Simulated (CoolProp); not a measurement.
Vapour-liquid equilibrium of n-octane (1) + o-xylene (2) at 18.35 °C; x and y are mole fractions of (1).

The numbers come from the multi-fluid Helmholtz-energy mixture model, Beckmüller 2019 and Zhou 2012; pair parameters Bell 2016 in CoolProp.

| x | bubble pressure (kPa) | y at the bubble point | dew pressure at overall composition x (kPa) | liquid density (mol/L) |
|---|---|---|---|---|
| 0.05 | 0.6418 | 0.112 | 0.6177 | 8.170 |
| 0.2 | 0.7600 | 0.365 | 0.6789 | 7.789 |
| 0.35 | 0.8676 | 0.543 | 0.7519 | 7.436 |
| 0.5 | 0.9677 | 0.679 | 0.8396 | 7.107 |
| 0.65 | 1.063 | 0.791 | 0.9450 | 6.801 |
| 0.8 | 1.155 | 0.887 | 1.071 | 6.515 |
| 0.95 | 1.245 | 0.973 | 1.220 | 6.247 |

No azeotrope shows between x = 0.05 and 0.95.

The pair parameters rest on a limited set of measurements; away from them the model extrapolates.
